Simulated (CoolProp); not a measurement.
Saturation properties of dodecamethylpentasiloxane (MD3M) (Tc = 628.0 K, pc = 0.9540 MPa, ω = 0.730).

Values from CoolProp's reference Helmholtz-energy equation of state, Thol 2019.

| T (K) | p (MPa) | liquid density (kg/m³) | enthalpy of vaporisation (kJ/kg) | liquid cp (kJ/(kg K)) | vapour Z | surface tension (mN/m) |
|---|---|---|---|---|---|---|
| 442.4 | ___ | 725.1 | 131.3 | 2.025 | 0.9670 | 8.63 |
| 446.6 | 0.02225 | 720.5 | 130.0 | 2.034 | 0.9636 | 8.38 |
| 450.8 | 0.02535 | 715.8 | 128.6 | 2.043 | ___ | 8.14 |
| 455.1 | 0.02887 | 711.1 | 127.2 | 2.052 | 0.9560 | 7.90 |
| 459.3 | 0.03268 | 706.3 | 125.8 | 2.061 | 0.9519 | 7.66 |
| 463.5 | 0.03688 | 701.6 | 124.4 | 2.070 | 0.9475 | 7.42 |
| 467.7 | 0.04150 | 696.8 | 123.0 | 2.079 | 0.9429 | 7.18 |
| 471.9 | 0.04657 | ___ | 121.6 | 2.089 | ___ | 6.95 |
| 476.1 | ___ | 687.0 | 120.1 | 2.098 | 0.9328 | 6.71 |
| 480.3 | 0.05819 | 682.0 | 118.7 | 2.107 | 0.9273 | 6.48 |
| 484.5 | 0.06480 | 677.0 | 117.2 | 2.117 | 0.9215 | 6.25 |
| 488.7 | 0.07199 | 671.9 | 115.7 | 2.126 | 0.9154 | 6.03 |
| 492.9 | 0.07979 | 666.7 | 114.2 | 2.136 | 0.9090 | ___ |
| 497.2 | 0.08845 | 661.4 | 112.6 | 2.145 | 0.9020 | 5.57 |
| 501.4 | 0.09760 | 656.1 | ___ | 2.155 | 0.8949 | 5.35 |

### Question
Complete the blanks.

### Answer

- 442.4, p (MPa): 0.01947
- 450.8, vapour Z: 0.9600
- 471.9, liquid density (kg/m³): 691.9
- 471.9, vapour Z: 0.9380
- 476.1, p (MPa): 0.05213
- 492.9, surface tension (mN/m): 5.80
- 501.4, enthalpy of vaporisation (kJ/kg): 111.0

It boils at 503.0 K under 1 atm.

Surface tension comes from a separate correlation (Mulero 2014), older than this fluid's equation and unchecked against measurements.
